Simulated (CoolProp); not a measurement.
Vapour-liquid equilibrium of hydrogen sulfide (1) + propane (2) at 0.98 MPa; x and y are mole fractions of (1).

Model: multi-fluid Helmholtz-energy mixture model, Lemmon 2006 and Lemmon 2009; pair parameters Kunz 2012, in CoolProp.

**Question.** Give the bubble temperature and the first vapour's composition at x = 0.125, 0.35, 0.5. Is there an azeotrope?

**Answer.** x = 0.125: 286.4 K, y = 0.332; x = 0.35: 275.3 K, y = 0.590; x = 0.5: 272.1 K, y = 0.675. y crosses x between x = 0.8 and 0.875: the model has an azeotrope there.

The pair parameters rest on a limited set of measurements; away from them the model extrapolates.
